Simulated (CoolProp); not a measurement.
The fluid at 334.14 K and 2.12 MPa flows at 0.26 m/s in a round tube of 6 mm bore and 1.5 µm roughness, fully developed (64/Re and Nu = 3.66 if laminar; Colebrook and Gnielinski if turbulent). The same conditions are run with several fluids, on thermodynamics alone (safety and materials aside).

Values from CoolProp's reference Helmholtz-energy equation of state of each fluid (R507A: Lemmon 2003; methane: Setzmann 1991; CH2F2 (R32): Tillner-Roth 1997; R410A: Lemmon 2003). Blends and air are pseudo-pure fits.

Problem. Rank R507A, methane, CH2F2 (R32), R410A by Reynolds number, highest first.

Solution. R507A (10500), R410A (7050), CH2F2 (R32) (5010), methane (1550)

| fluid | Darcy friction factor | pressure drop (Pa/m) | heat-transfer coefficient (W/(m² K)) | mass flow (kg/h) |
|---|---|---|---|---|
| R507A | 0.0309 | 18.3 | 121 | 2.78 |
| methane | 0.0413 | 2.91 | 24.8 | 0.332 |
| CH2F2 (R32) | 0.0377 | 10.4 | 62.7 | 1.30 |
| R410A | 0.0343 | 13.5 | 79.6 | 1.85 |

Transport values come from each fluid's own correlations; those of CH2F2 (R32) are estimates that may be off by 10 % or more.
